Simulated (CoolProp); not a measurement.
Vapour-liquid equilibrium of dimethyl ether (1) + 1-butene (2) at 317.7 K; x and y are mole fractions of (1).

Model: multi-fluid Helmholtz-energy mixture model, Wu 2011 and Lemmon 2005; pair parameters Bell 2016, in CoolProp.

Give the bubble pressure and the first vapour's composition at x = 0.05, 0.2, 0.35. Is there an azeotrope?

x = 0.05: 5.498 bar, y = 0.098; x = 0.2: 6.423 bar, y = 0.330; x = 0.35: 7.253 bar, y = 0.500. No azeotrope shows between x = 0.05 and 0.95.

Pair parameters are fitted to limited data, so mixtures are less certain than the pure fluids.
